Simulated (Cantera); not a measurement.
**Hydrocarbon pyrolysis for carbon deposition**

A perfectly stirred reactor is fed with 18.9 % C₂H₆, 81.1 % N₂, at 0.00230 bar; it is held at 1125 K, and followed from long to short residence time.

Computed with Cantera and GRI-Mech 3.0 (53 species, 325 reactions). GRI-Mech 3.0 stops at C3 and has no aromatics, soot or wall deposition, so with more carbon than oxygen in the feed, carbon stays in small species such as C2H2 where larger ones or solid carbon would form. Radical loss at walls, strong at low pressure, is not modelled.

| τ (s) | x C₂H₆ | x C₂H₄ | x CH₃ | x HCN | x CH₄ | x CH₂ | x C₂H₂ |
|---|---|---|---|---|---|---|---|
| 16 | 0.0211 | 0.0894 | 6.43e-5 | 2.99e-11 | 0.0409 | 1.37e-9 | 0.0296 |
| 5.8 | 0.0491 | 0.0883 | 0.000101 | 2.54e-11 | 0.0328 | 2.50e-9 | 0.0130 |
| 2.1 | 0.0978 | 0.0634 | 0.000138 | 1.97e-11 | 0.0184 | 3.60e-9 | 0.00414 |
| 0.77 | 0.146 | 0.0316 | 0.000154 | 1.51e-11 | 0.00719 | 3.91e-9 | 0.000903 |
| 0.28 | 0.173 | 0.0115 | 0.000133 | 9.80e-12 | 0.00211 | 2.92e-9 | 0.000118 |
| 0.10 | 0.185 | 0.00288 | 7.66e-5 | 3.52e-12 | 0.000421 | 1.10e-9 | 7.09e-6 |
| 0.037 | 0.188 | 0.000474 | 3.41e-5 | <1e-12 | 6.85e-5 | 2.25e-10 | 1.88e-7 |
| 0.013 | 0.189 | 4.27e-5 | 1.72e-5 | <1e-12 | 1.21e-5 | 4.06e-11 | 1.79e-9 |
| 0.0048 | 0.189 | 3.00e-6 | 8.49e-6 | <1e-12 | 2.21e-6 | 6.75e-12 | 1.24e-11 |
x: mole fraction; the columns are a selection and need not sum to one.
